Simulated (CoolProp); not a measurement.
A single-stage vapour-compression cycle with fluoroethane (R161): evaporating at 246.15 K (dew point), condensing at 282.15 K (bubble point), superheat 0 K, subcooling 5 K, compressor efficiency 0.85, no pressure losses. Each further row changes one setting.

The numbers come from the reference Helmholtz-energy equation of state, Wu 2012 in CoolProp.

| case | cooling COP | pressure ratio | discharge temperature (K) | refrigerating effect (kJ/kg) | volumetric capacity (kJ/m³) |
|---|---|---|---|---|---|
| as stated | ? | 3.62 | 310.2 | 349 | 1380 |
| evaporating temperature 251.15 K | 6.29 | ? | 305.5 | ? | ? |
| condensing temperature 277.15 K | 6.18 | 3.09 | 302.1 | 360 | 1420 |
| subcooling 10 K | 5.37 | 3.62 | 310.2 | 359 | 1420 |
| superheat 10 K | 5.15 | 3.62 | 320.5 | 360 | ? |
| compressor efficiency 0.75 | ? | 3.62 | 316.5 | 349 | 1380 |

Fill in the missing entries.


- as stated, cooling COP: 5.21
- evaporating temperature 251.15 K, pressure ratio: 2.95
- evaporating temperature 251.15 K, refrigerating effect (kJ/kg): 353
- evaporating temperature 251.15 K, volumetric capacity (kJ/m³): 1690
- superheat 10 K, volumetric capacity (kJ/m³): 1360
- compressor efficiency 0.75, cooling COP: 4.60
